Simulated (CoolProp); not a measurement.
Properties of hexamethyldisiloxane (MM) along the isobar 15.5 bar.

Model: reference Helmholtz-energy equation of state, Thol 2016, in CoolProp.

```tsv
T (°C)	phase	density (kg/m³)	Joule-Thomson coefficient (K/MPa)	isothermal compressibility (1/MPa)	expansivity (1/kK)
154.65	liquid	609.7	0.004519	0.009366	2.352
162.25	liquid	598.6	0.06378	0.01071	2.499
169.85	liquid	587.0	0.1344	0.01239	2.674
177.45	liquid	574.7	0.2202	0.01452	2.886
185.15	liquid	561.5	0.3286	0.01735	3.153
192.75	liquid	547.6	0.4663	0.02114	3.492
200.35	liquid	532.4	0.6507	0.02654	3.945
207.95	liquid	515.4	0.9128	0.03479	4.594
215.55	liquid	496.0	1.320	0.04882	5.616
223.25	liquid	471.9	2.073	0.07836	7.583
238.45	gas	103.0	22.06	1.514	14.08
246.05	gas	94.10	17.89	1.254	10.13
253.65	gas	87.85	15.32	1.119	8.130
```
